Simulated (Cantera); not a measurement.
Cantera run, input and output.

```python
import numpy as np
import cantera as ct

gas = ct.Solution("h2o2.yaml")
gas.TPX = 300, 170000, {'H2': 1, 'O2': 0.575, 'N2': 2.16}
flame = ct.FreeFlame(gas, width=0.028)
flame.set_refine_criteria(ratio=3, slope=0.08, curve=0.16)
flame.transport_model = "mixture-averaged"
flame.solve(loglevel=0, auto=True)
flame.transport_model = "multicomponent"
flame.soret_enabled = False
flame.solve(loglevel=0, refine_grid=True)
z, T = flame.grid, flame.T
thick = (T[-1] - T[0]) / np.gradient(T, z).max()
show = ['H2', 'O2', 'H2O', 'H2O2', 'H', 'OH']
print(f"laminar burning velocity  {flame.velocity[0] * 100:.3f} cm/s")
print(f"burnt temperature         {T[-1]:.1f} K")
print(f"thermal thickness         {thick * 1e3:.4f} mm")
print(f"grid points               {len(z)}")
z0 = z[flame.heat_release_rate.argmax()]
print(f"{'z/mm':>9s}{'T/K':>9s}{'u/(m/s)':>9s}" + "".join(f"{s:>11s}" for s in show))
rows = []
for k in (-3, -2, -1.5, -1, -0.5, -0.25, 0, 0.25, 0.5, 1, 2, 4, 8):
    zz = z0 + k * thick
    rows.append([k * thick, np.interp(zz, z, T), np.interp(zz, z, flame.velocity),
                 *(np.interp(zz, z, flame.X[gas.species_index(s)]) for s in show)])
    print(f"{rows[-1][0] * 1e3:9.3f}{rows[-1][1]:9.1f}{rows[-1][2]:9.3f}" + "".join(f"{x:11.3e}" for x in rows[-1][3:]))
```

Output:

```
laminar burning velocity  179.556 cm/s
burnt temperature         2251.7 K
thermal thickness         0.1734 mm
grid points               114
     z/mm      T/K  u/(m/s)         H2         O2        H2O       H2O2          H         OH
   -0.520    300.0    1.796  2.677e-01  1.540e-01  6.531e-10  4.482e-12  7.035e-17  9.611e-15
   -0.347    300.0    1.795  2.676e-01  1.540e-01  6.238e-08  5.106e-10  1.975e-14  3.954e-12
   -0.260    300.1    1.795  2.674e-01  1.540e-01  5.227e-07  4.631e-09  4.193e-13  8.779e-11
   -0.173    301.0    1.796  2.653e-01  1.545e-01  1.537e-05  1.599e-07  4.545e-11  9.424e-09
   -0.087    336.0    1.960  2.461e-01  1.578e-01  1.622e-03  2.098e-05  1.481e-07  5.617e-06
   -0.043    615.5    3.450  1.996e-01  1.534e-01  2.717e-02  1.345e-04  8.009e-04  7.278e-04
    0.000   1079.9    5.876  1.313e-01  1.247e-01  9.729e-02  4.498e-05  9.353e-03  1.829e-03
    0.043   1415.2    7.618  6.941e-02  8.140e-02  1.768e-01  7.265e-06  2.030e-02  5.307e-03
    0.087   1608.7    8.626  3.840e-02  5.389e-02  2.226e-01  3.599e-06  2.317e-02  9.246e-03
    0.173   1799.6    9.590  2.424e-02  3.885e-02  2.491e-01  1.723e-06  1.780e-02  1.269e-02
    0.347   1962.8   10.372  1.881e-02  3.369e-02  2.636e-01  8.994e-07  1.008e-02  1.327e-02
    0.693   2090.6   10.961  1.293e-02  3.016e-02  2.767e-01  5.548e-07  4.734e-03  1.194e-02
    1.387   2177.9   11.352  7.563e-03  2.785e-02  2.873e-01  3.774e-07  1.856e-03  9.562e-03
```

Cantera simulation using the H2/O2 subset of GRI-Mech 3.0, which has no nitrogen chemistry; the numbers are that mechanism's predictions, not measurements. Burning velocities carry a grid error of a few per cent, more on coarse grids.
